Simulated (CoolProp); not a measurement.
Values from CoolProp's reference Helmholtz-energy equation of state, Setzmann 1991.

Q: For methane, give the phase and the density (kg/m³), Joule-Thomson coefficient (K/MPa), viscosity (µPa s) at 250 K and 4.72 MPa.

A: 
- 250 K and 4.72 MPa: supercritical; density 43.1, Joule-Thomson coefficient 5.85, viscosity 10.7

Viscosity comes from a separate model (Quiñones-Cisneros 2006).
